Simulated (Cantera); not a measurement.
Charge: 1 mol SiHCl₃, 0.045 mol HCl, 30 mol H₂, equilibrated at 950 K.

Points: P (Pa) = 100, 300, 880, 2600, 7700, 23000, 68000, 200000.

Cantera's Mixture.equilibrate('TP', solver="vcs", rtol=1e-11, max_steps=5000) on the NASA tables stopped like this:

```
T = 950 K  P = 100 Pa  gas = 31.49 mol
   x: H2 9.547e-01  HCL 2.631e-02  SiCL4 1.466e-02  SiHCL3 2.440e-03  SiCL2 1.109e-03  SiCL3 6.979e-04
   condensed (mol): Si(cr) 0.4031
T = 950 K  P = 300 Pa  gas = 31.43 mol
   x: H2 9.591e-01  HCL 2.041e-02  SiCL4 1.578e-02  SiHCL3 3.400e-03  SiCL2 6.639e-04  SiCL3 5.602e-04
   condensed (mol): Si(cr) 0.3564
T = 950 K  P = 880 Pa  gas = 31.38 mol
   x: H2 9.624e-01  SiCL4 1.630e-02  HCL 1.575e-02  SiHCL3 4.569e-03  SiCL3 4.387e-04  SiCL2 3.941e-04  SiH2CL2 1.299e-04
   condensed (mol): Si(cr) 0.3148
ERROR: FAILURE its = 5001!

*******************************************************************************
CanteraError thrown by MultiPhase::equilibrate:
VCS solver failed. Return code: -1
*******************************************************************************
```

### Question
What got this run through?

### Answer
Several could match; the one computed here: The failure is numerical, not chemical. The same input converged with solver="gibbs", rtol=1e-10, max_steps=50000, and the result passed a check of the equilibrium conditions:
```
T = 950 K  P = 100 Pa  gas = 31.49 mol
   x: H2 9.547e-01  HCL 2.631e-02  SiCL4 1.466e-02  SiHCL3 2.440e-03  SiCL2 1.109e-03  SiCL3 6.979e-04
   condensed (mol): Si(cr) 0.4031
T = 950 K  P = 300 Pa  gas = 31.43 mol
   x: H2 9.591e-01  HCL 2.041e-02  SiCL4 1.578e-02  SiHCL3 3.400e-03  SiCL2 6.639e-04  SiCL3 5.602e-04
   condensed (mol): Si(cr) 0.3564
T = 950 K  P = 880 Pa  gas = 31.38 mol
   x: H2 9.624e-01  SiCL4 1.630e-02  HCL 1.575e-02  SiHCL3 4.569e-03  SiCL3 4.387e-04  SiCL2 3.941e-04  SiH2CL2 1.299e-04
   condensed (mol): Si(cr) 0.3148
T = 950 K  P = 2600 Pa  gas = 31.33 mol
   x: H2 9.649e-01  SiCL4 1.631e-02  HCL 1.203e-02  SiHCL3 5.999e-03  SiCL3 3.347e-04  SiCL2 2.293e-04  SiH2CL2 2.240e-04
   condensed (mol): Si(cr) 0.2762
T = 950 K  P = 7700 Pa  gas = 31.29 mol
   x: H2 9.666e-01  SiCL4 1.583e-02  HCL 9.110e-03  SiHCL3 7.702e-03  SiH2CL2 3.804e-04  SiCL3 2.495e-04  SiCL2 1.313e-04
   condensed (mol): Si(cr) 0.2397
T = 950 K  P = 23000 Pa  gas = 31.25 mol
   x: H2 9.677e-01  SiCL4 1.490e-02  SiHCL3 9.680e-03  HCL 6.829e-03  SiH2CL2 6.384e-04  SiCL3 1.813e-04
   condensed (mol): Si(cr) 0.2037
T = 950 K  P = 68000 Pa  gas = 31.22 mol
   x: H2 9.682e-01  SiCL4 1.358e-02  SiHCL3 1.185e-02  HCL 5.090e-03  SiH2CL2 1.049e-03  SiCL3 1.290e-04
   condensed (mol): Si(cr) 0.1675
T = 950 K  P = 200000 Pa  gas = 31.18 mol
   x: H2 9.683e-01  SiHCL3 1.411e-02  SiCL4 1.196e-02  HCL 3.766e-03  SiH2CL2 1.688e-03
   condensed (mol): Si(cr) 0.1296
```

The gas is ideal and each condensed phase is pure. The tables' values for SiCl3 are old estimates; treat these amounts as uncertain.
